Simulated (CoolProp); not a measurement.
Vapour pressure (MPa) of hydrogen chloride: the reference equation beside estimates from Tc = 324.7 K, pc = 8.314 MPa, ω = 0.130. Clausius-Clapeyron is anchored at 212.8 K with a constant enthalpy of vaporisation of 15.14 kJ/mol.

Values from CoolProp's reference Helmholtz-energy equation of state, Thol 2018.

| T (K) | reference | Lee-Kesler | Clausius-Clapeyron | van der Waals | Redlich-Kwong | Soave-Redlich-Kwong | Peng-Robinson |
|---|---|---|---|---|---|---|---|
| 203.8 | 0.2283 | 0.2225 | 0.2356 | 0.9326 | 0.2693 | 0.2226 | 0.2257 |
| 212.8 | 0.3438 | 0.3388 | 0.3438 | 1.181 | 0.4065 | 0.3387 | 0.3411 |
| 221.7 | 0.4974 | 0.4948 | 0.4846 | … | 0.5874 | 0.4945 | 0.4953 |
| 230.6 | 0.6984 | 0.6995 | 0.6653 | 1.794 | 0.8207 | 0.6995 | 0.6977 |
| 239.5 | 0.9550 | 0.9612 | … | 2.166 | 1.114 | 0.9625 | 0.9570 |
| 248.5 | 1.280 | 1.293 | 1.175 | 2.589 | 1.480 | 1.297 | 1.286 |
| 257.4 | 1.676 | 1.695 | 1.513 | 3.056 | 1.916 | 1.705 | 1.689 |
| 266.3 | 2.156 | 2.182 | 1.917 | 3.573 | 2.435 | 2.200 | 2.177 |
| 275.3 | 2.738 | 2.769 | 2.397 | 4.149 | 3.049 | 2.799 | 2.769 |
| 284.2 | 3.420 | 3.455 | 2.949 | 4.771 | 3.752 | 3.498 | 3.463 |
| 293.1 | 4.222 | 4.258 | 3.582 | 5.449 | 4.557 | 4.315 | 4.276 |
| 302.1 | 5.172 | 5.205 | 4.310 | 6.191 | 5.479 | … | 5.232 |

### Question
Some entries are withheld; supply them.

### Answer

- 221.7, van der Waals: 1.466
- 239.5, Clausius-Clapeyron: 0.8921
- 302.1, Soave-Redlich-Kwong: 5.270

Absolute difference from the reference over all 12 rows, mean and median: Lee-Kesler 1.0 and 1.0 %, Clausius-Clapeyron 8.7 and 9.0 %, van der Waals 118.4 and 92.3 %, Redlich-Kwong 13.9 and 15.0 %, Soave-Redlich-Kwong 1.6 and 1.8 %, Peng-Robinson 0.8 and 0.9 %.
